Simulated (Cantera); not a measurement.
A perfectly stirred reactor is fed with CH4 : H2 : N2 = 0.0095 : 1 : 0.00037 (molar parts), at 1100 Pa; it is held at 2400 K, and followed from long to short residence time.

Computed with Cantera and GRI-Mech 3.0 (53 species, 325 reactions). GRI-Mech 3.0 stops at C3 and has no aromatics, soot or wall deposition, so with more carbon than oxygen in the feed, carbon stays in small species such as C2H2 where larger ones or solid carbon would form. Radical loss at walls, strong at low pressure, is not modelled.

One state of this run: x CH4 = 0.00298; x H2 = 0.972; x C2H6 = 6.54e-8; x H = 0.0207; x C2H2 = 0.00252. x: mole fraction; the columns are a selection and need not sum to one.

Task: Which value of τ (s) does it belong to?
(A) 0.0033
(B) 0.015
(C) 0.29
(D) 0.066

Result: B, 0.015
